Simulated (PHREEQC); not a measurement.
A solution holds 33 mmol/kgw NaCl and 0.47 mmol/kgw MnCl2, at 25 °C. Closed to the air; pH follows from the charge balance.

Computed with PHREEQC (ion-association model, wateq4f.dat).

No solid was allowed to form.

Task: What pH does the model give?

Result: pH 6.89.

Task: In which forms is Mn present?

Result: Mn+2 93 %, MnCl+ 6.7 % of the Mn.

Complexes and solids missing from the database can't appear.
